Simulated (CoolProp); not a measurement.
Vapour-liquid equilibrium of cyclohexane (1) + n-octane (2) at 4.21 bar; x and y are mole fractions of (1).

The numbers come from the multi-fluid Helmholtz-energy mixture model, Zhou 2014 and Beckmüller 2019; pair parameters Bell 2016 in CoolProp.

| x | bubble temperature (K) | y at the bubble point | dew temperature at overall composition x (K) | liquid density (mol/L) |
|---|---|---|---|---|
| 0.05 | 455.9 | 0.101 | 457.6 | 4.910 |
| 0.2 | 446.5 | 0.361 | 452.5 | 5.271 |
| 0.35 | 437.8 | 0.561 | … | 5.660 |
| 0.5 | … | 0.712 | 440.6 | 6.081 |
| 0.65 | 423.2 | 0.826 | 433.4 | 6.542 |
| 0.8 | 417.1 | 0.913 | 424.9 | … |
| 0.95 | 411.7 | 0.981 | 414.2 | 7.625 |

Q: Fill in the missing entries.

A: 
- 0.35, dew temperature at overall composition x (K): 446.9
- 0.5, bubble temperature (K): 430.1
- 0.8, liquid density (mol/L): 7.053

No azeotrope shows between x = 0.05 and 0.95.

The pair parameters rest on a limited set of measurements; away from them the model extrapolates.
